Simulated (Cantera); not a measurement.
Input: 1 mol C₆H₆, 2.3 mol CO₂, 2 mol N₂, held at 2975 K and 2000 Pa.

Equilibrium computed with Cantera from the NASA thermochemical tables; the gas is ideal and each condensed phase is pure. Candidate condensed phases: C, C₆H₆, C₇H₈, C₈H₁₈, H₂O; 136 gas species. Kinetics and transport are ignored.

What is the equilibrium state?


| Property | Result |
|---|---|
| x(CO) | 0.396 |
| x(H) | 0.304 |
| x(N₂) | 0.155 |
| x(H₂) | 0.0866 |
| x(HCN) | 0.0222 |
| x(C₃) | 0.0119 |
| x(CN) | 0.00785 |
| x(C₂H₂ (acetylene)) | 0.00501 |
| x(HNC) | 0.00410 |
| n(C(graphite)) | 2.63 mol |
| gas amount | 11.61 mol |
